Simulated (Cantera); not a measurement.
# Ignition delay

Mixture: 6.42 % CH4, 13.4 % O2, 80.2 % N2, at 1000000 Pa, adiabatic and at constant volume. Ignition delay is the time to a rise of 400 K.

Cantera simulation using GRI-Mech 3.0 (53 species, 325 reactions); the numbers are that mechanism's predictions, not measurements.

```csv
T0 (K),delay (ms)
1125,17.9
1175,9.36
1225,5.08
1275,2.84
1325,1.63
1375,0.952
1425,0.567
1475,0.344
1525,0.212
1575,0.133
```

apparent activation energy between 1475 and 1575 K: 180 kJ/mol
